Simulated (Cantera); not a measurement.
**Titanium nitride, carbide and oxide coatings: Ti + C3H8**

Feed: 1 mol Ti, 1.3 mol C3H8, equilibrated at 0.880 bar.

Method: chemical equilibrium by Gibbs-energy minimisation in Cantera with the NASA 1993 tables (ideal gas, pure condensed phases). Candidate condensed phases: C, C6H6, C7H8, C8H18, Ti, TiC; 77 gas species. TiC: taken at fixed stoichiometry. Kinetics and transport are ignored.

From 1125 K to 2125 K the condensed part is C(graphite) + TiC(s).

| T (K) | x H2 | x CH4 | x H | x C2H2 (acetylene) | x CH3 | x C2H4 | x C4H2 | x C2H2 (vinylidene) | n C(graphite) | n TiC(s) |
|---|---|---|---|---|---|---|---|---|---|---|
| 1125 | 0.976 | 0.0242 | 4.68e-8 | 2.24e-8 | 2.15e-8 | 8.20e-7 | <1e-12 | <1e-12 | 2.78 | 1.00 |
| 1225 | 0.989 | 0.0113 | 3.30e-7 | 1.60e-7 | 7.26e-8 | 1.16e-6 | <1e-12 | <1e-12 | 2.84 | 1.00 |
| 1325 | 0.994 | 0.00584 | 1.74e-6 | 8.46e-7 | 2.02e-7 | 1.53e-6 | <1e-12 | <1e-12 | 2.87 | 1.00 |
| 1425 | 0.997 | 0.00329 | 7.26e-6 | 3.51e-6 | 4.82e-7 | 1.94e-6 | 4.69e-12 | 4.06e-12 | 2.88 | 1.00 |
| 1525 | 0.998 | 0.00200 | 2.52e-5 | 1.21e-5 | 1.02e-6 | 2.36e-6 | 5.60e-11 | 3.81e-11 | 2.89 | 1.00 |
| 1625 | 0.999 | 0.00129 | 7.52e-5 | 3.55e-5 | 1.98e-6 | 2.80e-6 | 4.90e-10 | 2.70e-10 | 2.89 | 1.00 |
| 1725 | 0.999 | 0.000877 | 0.000198 | 9.20e-5 | 3.53e-6 | 3.26e-6 | 3.32e-9 | 1.52e-9 | 2.89 | 1.00 |
| 1825 | 0.999 | 0.000622 | 0.000469 | 0.000214 | 5.90e-6 | 3.72e-6 | 1.82e-8 | 7.03e-9 | 2.89 | 1.00 |
| 1925 | 0.998 | 0.000458 | 0.00102 | 0.000457 | 9.34e-6 | 4.18e-6 | 8.36e-8 | 2.77e-8 | 2.89 | 1.00 |
| 2025 | 0.997 | 0.000348 | 0.00205 | 0.000902 | 1.41e-5 | 4.64e-6 | 3.29e-7 | 9.50e-8 | 2.89 | 1.00 |
| 2125 | 0.994 | 0.000271 | 0.00386 | 0.00167 | 2.04e-5 | 5.09e-6 | 1.13e-6 | 2.89e-7 | 2.88 | 1.00 |
x: gas mole fraction; n: condensed amount in mol.
